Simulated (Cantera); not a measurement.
A Cantera script and what it prints.

```python
import numpy as np
import cantera as ct

gas_names = """
    C CH CH2 CH3 CH2OH CH3O CH4 CH3OH CN CO CO2 COOH C2 C2H CHCO,ketyl C2H2,acetylene C2H2,vinylidene
    CH2CO,ketene C2H3,vinyl CH3CN CH3CO,acetyl C2H4 C2H4O,ethylen CH3CHO,ethanal CH3COOH (HCOOH)2 C2H5
    C2H6 CH3OCH3 C2H5OH CCN CNC C2N2 C2O C3 C3H3,propargyl C3H4,allene C3H4,propyne C3H4,cyclo-
    C3H5,allyl C3H6,propylene C3H6,cyclo- C3H6O C3H7,n-propyl C3H7,i-propyl C3H8 C3H8O,1propanol
    C3H8O,2propanol C3O2 C4 C4H2 C4H4,1,3-cyclo- C4H6,butadiene C4H6,2-butyne C4H6,cyclo- C4H8,1-butene
    C4H8,cis2-buten C4H8,tr2-butene C4H8,isobutene C4H8,cyclo- (CH3COOH)2 C4H9,n-butyl C4H9,i-butyl
    C4H9,s-butyl C4H9,t-butyl C4H10,isobutane C4H10,n-butane C4N2 C5 C5H6,1,3cyclo- C5H8,cyclo-
    C5H10,1-pentene C5H10,cyclo- C5H11,pentyl C5H11,t-pentyl C5H12,n-pentane C5H12,i-pentane
    CH3C(CH3)2CH3 C6H2 C6H5,phenyl C6H5O,phenoxy C6H6 C6H5OH,phenol C6H10,cyclo- C6H12,1-hexene
    C6H12,cyclo- C6H13,n-hexyl C7H7,benzyl C7H8 C7H8O,cresol C7H14,1-heptene C7H15,n-heptyl
    C7H16,n-heptane C8H8,styrene C8H10,ethylbenz C8H16,1-octene C8H17,n-octyl C8H18,isooctane
    C8H18,n-octane C9H19,n-nonyl C10H8,naphthale C10H21,n-decyl C12H9,o-bipheny C12H10,bipheny H HCN HCO
    HCCN HNC HNCO HNO HNO2 HNO3 HO2 H2 HCHO,formaldehy HCOOH H2O H2O2 N NCO NH NH2 NH3 NH2OH NO NO2 NO3
    N2 N2H2 N2H4 N2O O OH O2 O3 Si SiC SiC2 SiC4H12 SiH SiH2 SiH3 SiH4 SiN SiO SiO2 Si2 Si2C Si2N Si3
""".split()
cond_names = """
    C(gr) C6H6(L) C7H8(L) C8H18(L),n-octa H2O(s) H2O(L) Si(cr) Si(L) SiC(b) SiO2(Lqz) SiO2(hqz) SiO2(L)
    Si2N2O(s) Si3N4(a)
""".split()


def load(file, names, dense=False):
    # The tables refer to 1 bar. Condensed volumes are neglected.
    table = {s.name: s for s in ct.Species.list_from_file(file)}
    out = []
    for n in names:
        d = dict(table[n].input_data)
        d["thermo"] = dict(d["thermo"], **{"reference-pressure": 1e5})
        if dense:
            d["equation-of-state"] = {"model": "constant-volume", "density": "1e6 g/cm^3"}
        out.append(ct.Species.from_dict(d))
    return out


gas = ct.Solution(thermo="ideal-gas", species=load("nasa_gas.yaml", gas_names))
cond = {s.name: ct.Solution(thermo="fixed-stoichiometry", species=[s], name=s.name)
        for s in load("nasa_condensed.yaml", cond_names, dense=True)}
atoms = {
    'SiC': {'Si': 1, 'C': 1},
    'H2O': {'H': 2, 'O': 1},
    'N2': {'N': 2},
}
top_T = {'C(gr)': 4500, 'SiC(b)': 3050, 'Si2N2O(s)': 2100, 'Si3N4(a)': 2400}  # K; cautious upper limits of use, not melting points


def equilibrate(T, P, feed):
    n = {}
    for name, mol in feed.items():
        for a, k in atoms[name].items():
            n[a] = n.get(a, 0.0) + k * mol
    gas.TPX = T, P, n
    mass = sum(n.values()) * gas.mean_molecular_weight
    gas.equilibrate("TP")
    valid = [c for c in cond.values() if c.min_temp <= T <= top_T.get(c.name, c.max_temp)]
    mix = ct.Mixture([(gas, mass / gas.mean_molecular_weight)] + [(c, 0.0) for c in valid])
    mix.T, mix.P = T, P
    mix.equilibrate("TP", solver="vcs", rtol=1e-11, max_steps=5000)
    return mix


results = []
feed = {'SiC': 1, 'H2O': 0.56, 'N2': 180}  # mol
P = 10000  # Pa
for T in [948, 1023, 1098, 1173, 1248, 1323, 1398, 1473, 1548, 1623, 1698, 1773]:
    mix = equilibrate(T, P, feed)
    results.append((T, P, feed, dict(zip(mix.species_names, mix.species_moles))))

top = {s: max(r[3][s] / sum(r[3][g] for g in gas_names) for r in results) for s in gas_names}
cols = sorted((s for s in top if top[s] > 0.0001), key=lambda s: -top[s])[:7]
seen = [c for c in cond_names if any(r[3].get(c, 0) > 1e-12 for r in results)]
print("log10 of partial pressures in bar; condensed amounts in mol")
print(f"{'T/K':>10s}" + "".join(f"{s[:9]:>10s}" for s in cols + seen))
for T, P, feed, n in results:
    ng = sum(n[g] for g in gas_names)
    print(f"{T:10.4g}" + "".join(f"{np.log10(max(n[s] / ng * P / 1e5, 1e-99)):10.3f}" for s in cols)
          + "".join(f"{n.get(c, 0):10.4g}" for c in seen))
```

It prints:

```
log10 of partial pressures in bar; condensed amounts in mol
       T/K        N2        H2        CO       SiO     C(gr)    SiC(b) Si2N2O(s)  Si3N4(a)
       948    -1.001    -3.507    -4.478   -15.705      0.94         0       0.5         0
      1023    -1.001    -3.507    -4.477   -14.003    0.9399         0       0.5         0
      1098    -1.001    -3.507    -4.477   -12.537    0.9398         0       0.5         0
      1173    -1.001    -3.508    -4.477   -11.261    0.9394         0       0.5         0
      1248    -1.001    -3.508    -4.477   -10.142    0.9387         0       0.5         0
      1323    -1.002    -3.508    -4.477    -9.152    0.9374         0       0.5         0
      1398    -1.002    -3.509    -4.477    -8.271    0.9351         0       0.5         0
      1473    -1.002    -3.511    -4.478    -7.481    0.9312         0       0.5         0
      1548    -1.002    -3.515    -3.815    -6.439    0.2757    0.4331    0.2831         0
      1623    -1.002    -3.514    -3.691    -5.580         0    0.6203    0.1875         0
      1698    -1.002    -3.514    -3.681    -4.833         0    0.6145    0.1569   0.01502
      1773    -1.003    -3.516    -3.605    -4.212         0    0.5431         0     0.115
```

These are equilibrium values from Cantera (NASA tables, ideal gas, pure condensed phases), not measurements of a reactor. N2 is the only nitrogen source here; it is nearly inert below about 1500 K, so the nitride shown seldom forms there in practice. Mutual solubility and eutectic melting of coexisting phases are not modelled.
